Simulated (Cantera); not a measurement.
Input (Python, Cantera) and output of one run.

```python
import numpy as np
import cantera as ct

gas_names = [...]  # 123 gases of nasa_gas.yaml made of C, H, O, Si
cond_names = """
    C(gr) C6H6(L) C7H8(L) C8H18(L),n-octa H2O(s) H2O(L) Si(cr) Si(L) SiC(b) SiO2(Lqz) SiO2(hqz) SiO2(L)
""".split()


# ... load() reads the species with a 1 bar reference pressure and builds the phases ...
atoms = {
    'TEOS': {'Si': 1, 'C': 8, 'H': 20, 'O': 4},
    'CO2': {'C': 1, 'O': 2},
    'H2': {'H': 2},
}
top_T = {'C(gr)': 4500, 'SiC(b)': 3050}  # K; cautious upper limits of use, not melting points


# ... equilibrate(T, P, feed) seeds the gas with the atoms and calls Mixture.equilibrate('TP', solver="vcs", rtol=1e-11, max_steps=5000) ...
results = []
feed = {'TEOS': 1, 'CO2': 0.11, 'H2': 1.1}  # mol
P = 29  # Pa
for T in [500, 700, 900, 1100, 1300, 1500, 1700, 1900, 2100]:
    mix = equilibrate(T, P, feed)
    results.append((T, P, feed, dict(zip(mix.species_names, mix.species_moles))))
    x = sorted(zip(gas.X, gas.species_names), reverse=True)
    print(f"T = {T:g} K  P = {P:g} Pa  gas = {mix.phase_moles(0):.4g} mol")
    print("   x: " + "  ".join(f"{s} {v:.3e}" for v, s in x if v > 0.0001))
    print("   condensed (mol): " + ("  ".join(f"{mix.phase(i).name} {mix.phase_moles(i):.4g}"
          for i in range(1, mix.n_phases) if mix.phase_moles(i) > 1e-12) or "none"))
```

It prints:

```
T = 500 K  P = 29 Pa  gas = 9.206 mol
   x: H2 5.528e-01  CH4 2.215e-01  H2O 2.100e-01  CO2 1.541e-02  CO 2.958e-04
   condensed (mol): C(gr) 5.927  SiO2(Lqz) 1
T = 700 K  P = 29 Pa  gas = 12.9 mol
   x: H2 8.440e-01  CO 1.235e-01  CO2 1.783e-02  H2O 1.294e-02  CH4 1.757e-03
   condensed (mol): C(gr) 6.264  SiO2(Lqz) 1
T = 900 K  P = 29 Pa  gas = 13.32 mol
   x: H2 8.333e-01  CO 1.665e-01
   condensed (mol): C(gr) 5.891  SiO2(hqz) 1
T = 1100 K  P = 29 Pa  gas = 13.32 mol
   x: H2 8.333e-01  CO 1.667e-01
   condensed (mol): C(gr) 5.89  SiO2(hqz) 1
T = 1300 K  P = 29 Pa  gas = 15.32 mol
   x: H2 7.245e-01  CO 2.752e-01  SiO 2.046e-04
   condensed (mol): C(gr) 2.896  SiC(b) 0.9969
T = 1500 K  P = 29 Pa  gas = 15.33 mol
   x: H2 7.238e-01  CO 2.748e-01  H 8.794e-04  SiO 5.386e-04
   condensed (mol): C(gr) 2.906  SiC(b) 0.9917
T = 1700 K  P = 29 Pa  gas = 15.38 mol
   x: H2 7.181e-01  CO 2.733e-01  H 7.332e-03  SiO 1.119e-03
   condensed (mol): C(gr) 2.923  SiC(b) 0.9822
T = 1900 K  P = 29 Pa  gas = 15.65 mol
   x: H2 6.897e-01  CO 2.677e-01  H 3.870e-02  SiO 1.953e-03  Si 1.615e-03  C2H2,acetylene 2.633e-04
   condensed (mol): C(gr) 2.968  SiC(b) 0.9423
T = 2100 K  P = 29 Pa  gas = 17.2 mol
   x: H2 5.751e-01  CO 2.426e-01  H 1.387e-01  Si 3.587e-02  SiO 2.816e-03  SiC2 2.311e-03  Si2C 1.467e-03  C2H2,acetylene 8.308e-04  SiH 2.513e-04
   condensed (mol): C(gr) 3.566  SiC(b) 0.2388
```

Equilibrium computed with Cantera from the NASA thermochemical tables; the gas is ideal and each condensed phase is pure. The feed counts by its element totals alone.
